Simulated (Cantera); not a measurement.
Input: 1 mol SiH4, 0.15 mol NO, 3.7 mol N2, held at 0.100 bar.

Equilibrium computed with Cantera from the NASA thermochemical tables; the gas is ideal and each condensed phase is pure. Candidate condensed phases: H2O, Si, SiO2, Si2N2O, Si3N4; 35 gas species. Mutual solubility and eutectic melting of coexisting phases are not modelled. Gases not in the tables: Si2H6 and higher silanes. Rates play no part.

Task: Which condensed phases are stable at each of these points (T (K)): 500, 650, 800, 950, 1100, 1250, 1400, 1550, 1700, 1850, 2000?

Result: 
| T (K) | condensed phases | Si condensed (%) |
|---|---|---|
| 500 | Si2N2O(s) + Si3N4(s) | 100.0 |
| 650 | Si2N2O(s) + Si3N4(s) | 100.0 |
| 800 | Si2N2O(s) + Si3N4(s) | 100.0 |
| 950 | Si2N2O(s) + Si3N4(s) | 100.0 |
| 1100 | Si2N2O(s) + Si3N4(s) | 100.0 |
| 1250 | Si2N2O(s) + Si3N4(s) | 100.0 |
| 1400 | Si2N2O(s) + Si3N4(s) | 100.0 |
| 1550 | Si2N2O(s) + Si3N4(s) | 100.0 |
| 1700 | Si2N2O(s) + Si3N4(s) | 99.9 |
| 1850 | Si2N2O(s) + Si3N4(s) | 97.5 |
| 2000 | Si(l) | 84.6 |

From 500 K to 1850 K the condensed part is Si2N2O(s) + Si3N4(s). At 2000 K the condensed part is Si(l).
